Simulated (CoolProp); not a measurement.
Propylene glycol along the isotherm 620 K: fugacity coefficient from the reference equation and from simpler models built on Tc = 674.0 K, pc = 7292 kPa, ω = 0.327; each cubic takes its own stable root.

The numbers come from the reference Helmholtz-energy equation of state, Eisenbach 2021 in CoolProp.

| p (kPa) | phase | reference | van der Waals | Redlich-Kwong | Soave-Redlich-Kwong | Peng-Robinson |
|---|---|---|---|---|---|---|
| 57.6 | gas | 0.9964 | 0.9971 | 0.9966 | 0.9964 | 0.9961 |
| 84.6 | gas | 0.9948 | 0.9958 | 0.9950 | 0.9948 | 0.9943 |
| 124 | gas | 0.9923 | 0.9938 | 0.9927 | 0.9923 | 0.9916 |
| 182 | gas | 0.9887 | 0.9910 | 0.9892 | 0.9887 | 0.9877 |
| 268 | gas | 0.9834 | 0.9867 | 0.9841 | 0.9834 | 0.9819 |
| 393 | gas | 0.9757 | 0.9805 | 0.9768 | 0.9757 | 0.9735 |
| 576 | gas | 0.9644 | 0.9714 | 0.9660 | 0.9645 | 0.9613 |
| 846 | gas | 0.9478 | 0.9580 | 0.9502 | 0.9479 | 0.9434 |
| 1240 | gas | 0.9234 | 0.9385 | 0.9272 | 0.9239 | 0.9174 |
| 1820 | gas | 0.8875 | 0.9098 | 0.8936 | 0.8887 | 0.8796 |
| 2680 | gas | 0.8337 | 0.8672 | 0.8439 | 0.8367 | 0.8242 |
| 3930 | liquid | 0.6673 | 0.8043 | 0.7714 | 0.7601 | 0.7423 |
| 5760 | liquid | 0.4738 | 0.6768 | 0.5942 | 0.5444 | 0.5269 |
| 8460 | liquid | 0.3419 | 0.5035 | 0.4325 | 0.3949 | 0.3794 |
| 12400 | liquid | 0.2534 | 0.3877 | 0.3236 | 0.2944 | 0.2801 |
| 18200 | liquid | 0.1945 | 0.3125 | 0.2507 | 0.2272 | 0.2132 |

At some of these states van der Waals, Redlich-Kwong, Soave-Redlich-Kwong gives the other phase, because its saturation line lies elsewhere.
